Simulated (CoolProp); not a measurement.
Vapour pressure (bar) of toluene: the reference equation beside estimates from Tc = 318.6 °C, pc = 41.26 bar, ω = 0.266.

Values from CoolProp's reference Helmholtz-energy equation of state, Lemmon 2006. It is a short technical equation, of lower accuracy than the large ones.

```
T (°C)  reference  Lee-Kesler  van der Waals  Redlich-Kwong
------  ---------  ----------  -------------  -------------
199.95      7.495       7.572          15.77          10.10
210.85      9.054       9.149          17.51          11.85
221.85      10.86       10.97          19.38          13.82
232.85        ___       13.05          21.37          16.00
243.85      15.27         ___          23.49            ___
254.75      17.90       18.05          25.71          21.01
265.75      20.89       21.04          28.07          23.87
276.75        ___       24.40          30.57          26.99
287.75      28.02       28.16          33.19          30.36
```

Fill in the missing entries.


- 232.85, reference: 12.93
- 243.85, Lee-Kesler: 15.41
- 243.85, Redlich-Kwong: 18.40
- 276.75, reference: 24.25

Absolute difference from the reference over all 9 rows, mean and median: Lee-Kesler 0.8 and 0.9 %, van der Waals 58.2 and 53.8 %, Redlich-Kwong 20.9 and 20.5 %.
